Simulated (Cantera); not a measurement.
A closed system holds: 1 mol Si3N4, 0.18 mol H2O, 600 mol H2, at 627 °C and 0.0133 bar.

Method: chemical equilibrium by Gibbs-energy minimisation in Cantera with the NASA 1993 tables (ideal gas, pure condensed phases). Candidate condensed phases: H2O, Si, SiO2, Si2N2O, Si3N4; 35 gas species. Rates play no part.

Task: What is the equilibrium state?

Result: 
```
Quantity                              Value
--------------------------------  ---------
x(H2)                                 1.000
x(N2)                               9.99e-5
n(Si2N2O(s))                      0.180 mol
n(Si3N4(s))                       0.880 mol
gas amount                        600.2 mol
log10 activity of Si(s) (absent)      -4.72
```
